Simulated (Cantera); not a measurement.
Input: 1 mol SiCl4, a varied amount of O3, 4.8 mol N2, held at 850 K and 750 Torr.

Method: chemical equilibrium by Gibbs-energy minimisation in Cantera with the NASA 1993 tables (ideal gas, pure condensed phases). Candidate condensed phases: Si, SiO2, Si2N2O, Si3N4; 23 gas species. Equilibrium is a limit: real reactors are often held back by kinetics, nucleation or transport.

Task: At 0.77 mol O3, list the 4 most abundant gas species with their mole fractions, and the condensed phases.

Result: N2 0.690, Cl2 0.288, O2 0.0223, Cl 1.50e-5. Condensed: SiO2(β-quartz).
